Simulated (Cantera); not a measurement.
An isothermal, constant-pressure homogeneous reactor starts with 0.258 % CH₂O, 0.496 % O₂, 99.2 % N₂, equivalence ratio 0.52, at 1550 K and 2.90 bar.

Cantera simulation using GRI-Mech 3.0 (53 species, 325 reactions); the numbers are that mechanism's predictions, not measurements.

Problem. Predict: x(O₂) at 4.00 s; x(CO₂) at 4.00 s; x(OH) at 4.00 s; x(NO) at 4.00 s; x(CO) at 4.00 s; x(HO₂) at 4.00 s.

Solution. 
```
Quantity                                             Value
----------------  ----------------------------------------
x(O₂) at 4.00 s    0.00238 (gas-phase equilibrium 0.00229)
x(CO₂) at 4.00 s   0.00258 (gas-phase equilibrium 0.00258)
x(OH) at 4.00 s    4.80e-6 (gas-phase equilibrium 4.75e-6)
x(NO) at 4.00 s   3.25e-6 (gas-phase equilibrium 0.000183)
x(CO) at 4.00 s    3.16e-7 (gas-phase equilibrium 3.22e-7)
x(HO₂) at 4.00 s   1.99e-9 (gas-phase equilibrium 1.94e-9)
```
